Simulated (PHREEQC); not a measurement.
Model water analysis in mmol/kgw, 20 °C, pH 7.09: Na 91.2; K 20.4; Ca 10; Mg 3.73; Cl 112; S(6) 9.02; Alkalinity (meq/kgw) 0.751; Br 1.05; B 1.87.

Valence states are taken as typed.

Model: Pitzer model, pitzer.dat, run in PHREEQC.

Precipitation was switched off in this run.

Question: Predict the specific conductance, density, osmotic coefficient.

Answer: specific conductance 12300 µS/cm; density 1.005 g/cm³; osmotic coefficient 0.902.

Question: In which forms is C present?

Answer: HCO3- 87 %, CO2 13 % of the C.
